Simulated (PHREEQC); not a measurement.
Solution (25 °C): 0.015 mol/kgw HCl, 0.0056 mol/kgw Li2SO4 and 0.056 mol/kgw Fe2(SO4)3. Closed to the air; pH follows from the charge balance.

Computed with PHREEQC (ion-association model, phreeqc.dat).

```
quantity                   before    after
------------------------  -------  -------
pH                           2.25     2.08
ionic strength (mol/kgw)    0.182   0.0619
HSO4- (mol/kgw)           0.00864  0.00500
```

Q: What was changed between the two runs?
A. Li2SO4 from 0.0056 to 0.0084 mol/kgw
B. Fe2(SO4)3 from 0.056 to 0.084 mol/kgw
C. Fe2(SO4)3 replaced by NH4HSO4 at the same molality
D. Fe2(SO4)3 from 0.056 to 0.0112 mol/kgw
E. Li2SO4 replaced by Na2SO4 at the same molality

A: D, Fe2(SO4)3 from 0.056 to 0.0112 mol/kgw

No solid was allowed to form. Some of these states are supersaturated (in Hematite (slow to form), Goethite (slow to form), for instance).
